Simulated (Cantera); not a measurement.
Input: 1 mol SiCl4, 0.15 mol Cl2, 4.8 mol N2, held at 600 °C and 1.80 mbar.

Cantera equilibrium calculation (NASA polynomials, part measured and part estimated; ideal gas, pure solids and liquids). Candidate condensed phases: Si, Si3N4; 13 gas species. Equilibrium is a limit: real reactors are often held back by kinetics, nucleation or transport.

Base state: N2 0.807, SiCl4 0.168, Cl2 0.0251, Cl 0.000166 (mole fractions); condensed: gas only.

Question: What changes in the equilibrium state with this change: SiCl4 replaced by Si2Cl6?

Answer: 
```tsv
species	before	after
N2	0.807	0.741
SiCl4	0.168	0.259
SiCl3	<1e-9	2.62e-5
Cl2	0.0251	<1e-9
Cl	0.000166	1.47e-9
Si3N4(s), mol	0	0.142
```
The feed counts by its element totals alone. N2 is the only nitrogen source here; it is nearly inert below about 1500 K, so the nitride shown seldom forms there in practice. The tables' values for SiCl3 are old estimates; treat these amounts as uncertain.
